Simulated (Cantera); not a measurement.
Input: 1 mol HgO, 3.2 mol H₂, 9.3 mol N₂, 0.11 mol O₂, at 500 K and 67.0 mbar.

Equilibrium computed with Cantera from the NASA thermochemical tables; the gas is ideal and each condensed phase is pure. Candidate condensed phases: H₂O, Hg, HgO; 25 gas species. The numbers say what is thermodynamically allowed, not how fast it happens.

Base state: N₂ 0.689, H₂ 0.145, H₂O 0.0905, Hg 0.0741, NH₃ 0.000978 (mole fractions); condensed: gas only.

Q: What changes in the equilibrium state with this change: HgO replaced by Pb?

A: 
```json
[
 {"species": "N₂", "before": "0.689", "after": "0.745"},
 {"species": "H₂", "before": "0.145", "after": "0.236"},
 {"species": "H₂O", "before": "0.0905", "after": "0.0176"},
 {"species": "Hg", "before": "0.0741", "after": "0"},
 {"species": "NH₃", "before": "0.000978", "after": "0.00210"},
 {"species": "Pb(s), mol", "before": "0", "after": "1.00"}
]
```
Further candidate phases: Pb, PbO, PbO₂, Pb₃O₄.
